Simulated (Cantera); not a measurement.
# Stirred combustor or abatement burner

A perfectly stirred reactor is fed with CH4 : C2H6 : C3H8 : O2 : N2 = 1 : 0.32 : 1.1 : 16.3 : 61.2 (molar parts), equivalence ratio 0.53, at 5850 Torr; it is adiabatic with a 425 K inlet, and is followed from long to short residence time, starting on the burning branch (τ in s: 0.19, 0.081, 0.034, 0.014, 0.006, 0.0025, 0.0011, 0.00045, 0.00019, 8e-05, 3.3e-05, 1.4e-05, 5.9e-06).

Model: GRI-Mech 3.0 (53 species, 325 reactions), integrated in Cantera. GRI-Mech 3.0 was tuned for natural gas; its chemistry of propane as a main component is partial and can be far from experiment.

```
τ (s)    T (K)     x CH4   x C2H6   x C3H8      x OH    x HCN    x CH3   x C2H2
-------  -----  --------  -------  -------  --------  -------  -------  -------
0.19      1659   1.52e-6  9.27e-8  3.16e-7  0.000191  1.11e-9  4.32e-7  9.45e-7
0.081     1658   2.77e-6  1.80e-7  6.32e-7  0.000231  1.56e-9  8.35e-7  1.55e-6
0.034     1657   4.99e-6  3.47e-7  1.24e-6  0.000286  2.33e-9  1.59e-6  2.40e-6
0.014     1654   9.10e-6  6.68e-7  2.44e-6  0.000358  3.57e-9  2.99e-6  3.57e-6
0.0060    1649   1.64e-5  1.25e-6  4.60e-6  0.000439  5.14e-9  5.42e-6  5.02e-6
0.0025    1640   3.10e-5  2.43e-6  8.93e-6  0.000527  6.86e-9  1.00e-5  6.92e-6
0.0011    1622   6.10e-5  4.83e-6  1.74e-5  0.000584  8.19e-9  1.84e-5  9.27e-6
0.00045   1559  0.000206  1.60e-5  5.40e-5  0.000429  7.84e-9  4.55e-5  1.46e-5
0.00019    425    0.0125  0.00400   0.0138    <1e-12   <1e-12   <1e-12   <1e-12
8.0e-5     425    0.0125  0.00400   0.0138    <1e-12   <1e-12   <1e-12   <1e-12
3.3e-5     425    0.0125  0.00400   0.0138    <1e-12   <1e-12   <1e-12   <1e-12
1.4e-5     425    0.0125  0.00400   0.0138    <1e-12   <1e-12   <1e-12   <1e-12
5.9e-6     425    0.0125  0.00400   0.0138    <1e-12   <1e-12   <1e-12   <1e-12
```
x: mole fraction; the columns are a selection and need not sum to one.
